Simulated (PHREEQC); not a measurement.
A solution holds 3.1 mmol/kgw CaCl2, 5.2 mmol/kgw NaF and 150 mmol/kgw KCl, at 40 °C. Closed to the air; pH follows from the charge balance.

All values are PHREEQC results (ion-association model, phreeqc.dat), not measurements.

* **pH**: 7.16
* **ionic strength**: 0.165 mol/kgw
* **specific conductance**: 25900 µS/cm
* **density**: 1.000 g/cm³

```csv
species,molality,activity,log γ
Cl-,0.156,0.113,-0.140
K+,0.150,0.108,-0.142
Na+,0.00519,0.00390,-0.124
F-,0.00519,0.00372,-0.145
Ca+2,0.00310,0.00102,-0.482
NaF,8.05e-6,8.36e-6,0.016
OH-,5.86e-7,4.20e-7,-0.145
HF,4.92e-7,5.11e-7,0.016
H+,8.66e-8,6.93e-8,-0.096
```

This is a speciation only: nothing precipitates in the calculation. Examples of supersaturated solids here: Fluorite. Others may be too. Away from 25 °C the constants follow the database's enthalpies or fits; those with neither stay at their 25 °C values.
